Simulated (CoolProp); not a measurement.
Computed with CoolProp (reference Helmholtz-energy equation of state, Platzer 1990). This equation is an older, rougher fit; its heat capacities, sound speeds and derivatives of the liquid may be far off and weren't checked against measurements.

**Question.** Give the vapour pressure (kPa), liquid density (kg/m³), liquid viscosity (µPa s), liquid conductivity (mW/(m K)) of saturated c-C4F8 (RC318) at 6.45, 58.25 °C.

**Answer.** 
```
T (°C)  p (kPa)  liquid density (kg/m³)  liquid viscosity (µPa s)  liquid conductivity (mW/(m K))
------  -------  ----------------------  ------------------------  ------------------------------
6.45        165                    1570                       479                            69.8
58.25       803                    1350                       223                            56.0
```

Viscosity comes from a separate model (Huber 2003), an estimate that may be off by 10 % or more. Thermal conductivity comes from a separate model (Huber 2003), an estimate that may be off by 10 % or more.
